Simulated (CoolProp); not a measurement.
A single-stage vapour-compression cycle with dimethyl ether: evaporating at 301.15 K (dew point), condensing at 362.15 K (bubble point), superheat 8 K, subcooling 8 K, compressor efficiency 0.9, no pressure losses. Each further row changes one setting.

Computed with CoolProp (reference Helmholtz-energy equation of state, Wu 2011).

```csv
case,cooling COP,pressure ratio,discharge temperature (K),refrigerating effect (kJ/kg),volumetric capacity (kJ/m³)
as stated,3.35,4.15,383.4,269,3500
evaporating temperature 306.15 K,3.79,3.61,382.1,274,4070
condensing temperature 357.15 K,3.79,3.76,377.6,284,3680
subcooling 13 K,3.53,4.15,383.4,284,3680
superheat 18 K,3.38,4.15,392.9,286,3550
compressor efficiency 0.8,2.97,4.15,387.9,269,3500
```
